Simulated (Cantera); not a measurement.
Charge: 1 mol SiO₂, 0.74 mol SiCl₄, at 1000 K and 0.133 bar.

Cantera equilibrium calculation (NASA polynomials, part measured and part estimated; ideal gas, pure solids and liquids). Candidate condensed phases: Si, SiO₂; 15 gas species. Equilibrium is a limit: real reactors are often held back by kinetics, nucleation or transport.

### Question
What is the equilibrium state?

### Answer
```
Property                              Result
--------------------------------  ----------
x(SiCl₄)                               1.000
x(SiCl₃)                             2.22e-6
n(SiO₂(β-quartz))                   1.00 mol
gas amount                        0.7400 mol
log10 activity of Si(s) (absent)      -14.51
```
